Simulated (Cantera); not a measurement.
Cantera run, input and output.

```python
import numpy as np
import cantera as ct

gas = ct.Solution("h2o2.yaml")
gas.TPX = 648, 101325, {'H2': 1, 'O2': 0.227, 'N2': 0.855, 'H2O': 0.028}
flame = ct.FreeFlame(gas, width=0.04)
flame.set_refine_criteria(ratio=3, slope=0.08, curve=0.16)
flame.transport_model = "mixture-averaged"
flame.solve(loglevel=0, auto=True)
z, T = flame.grid, flame.T
thick = (T[-1] - T[0]) / np.gradient(T, z).max()
show = ['H2', 'O2', 'O', 'OH', 'H2O2', 'H']
print(f"laminar burning velocity  {flame.velocity[0] * 100:.3f} cm/s")
print(f"burnt temperature         {T[-1]:.1f} K")
print(f"thermal thickness         {thick * 1e3:.4f} mm")
print(f"grid points               {len(z)}")
z0 = z[flame.heat_release_rate.argmax()]
print(f"{'z/mm':>9s}{'T/K':>9s}{'u/(m/s)':>9s}" + "".join(f"{s:>11s}" for s in show))
rows = []
for k in (-3, -2, -1.5, -1, -0.5, -0.25, 0, 0.25, 0.5, 1, 2, 4, 8):
    zz = z0 + k * thick
    rows.append([k * thick, np.interp(zz, z, T), np.interp(zz, z, flame.velocity),
                 *(np.interp(zz, z, flame.X[gas.species_index(s)]) for s in show)])
    print(f"{rows[-1][0] * 1e3:9.3f}{rows[-1][1]:9.1f}{rows[-1][2]:9.3f}" + "".join(f"{x:11.3e}" for x in rows[-1][3:]))
```

Result:

```
laminar burning velocity  998.307 cm/s
burnt temperature         2240.9 K
thermal thickness         0.4605 mm
grid points               138
     z/mm      T/K  u/(m/s)         H2         O2          O         OH       H2O2          H
   -1.382    648.0    9.983  4.739e-01  1.076e-01  9.093e-17  5.510e-18  4.279e-15  2.507e-15
   -0.921    648.0    9.983  4.739e-01  1.076e-01  1.372e-13  9.426e-15  2.849e-14  5.948e-12
   -0.691    648.0    9.983  4.739e-01  1.076e-01  1.101e-11  8.157e-13  1.519e-12  5.806e-10
   -0.461    648.0    9.983  4.739e-01  1.076e-01  4.048e-09  7.801e-10  7.750e-10  2.986e-07
   -0.230    670.1   10.284  4.706e-01  1.073e-01  1.485e-05  6.726e-05  2.511e-06  4.563e-04
   -0.115    854.4   12.866  4.421e-01  1.018e-01  3.119e-04  5.107e-04  5.291e-06  9.117e-03
    0.000   1230.7   18.042  3.441e-01  6.587e-02  2.890e-03  2.041e-03  1.631e-06  5.109e-02
    0.115   1496.6   21.750  2.549e-01  1.632e-02  2.932e-03  3.655e-03  8.620e-07  8.801e-02
    0.230   1610.0   23.270  2.362e-01  2.887e-03  1.580e-03  3.921e-03  5.262e-07  9.085e-02
    0.461   1718.8   24.660  2.407e-01  5.694e-04  1.125e-03  4.256e-03  3.519e-07  7.922e-02
    0.921   1833.9   26.086  2.506e-01  3.577e-04  8.396e-04  4.337e-03  2.102e-07  6.324e-02
    1.842   1945.9   27.437  2.604e-01  2.214e-04  5.377e-04  3.991e-03  1.131e-07  4.724e-02
    3.684   2044.1   28.593  2.690e-01  1.168e-04  2.914e-04  3.282e-03  5.739e-08  3.300e-02
```

Computed with Cantera and the H2/O2 subset of GRI-Mech 3.0, which has no nitrogen chemistry. Burning velocities carry a grid error of a few per cent, more on coarse grids.
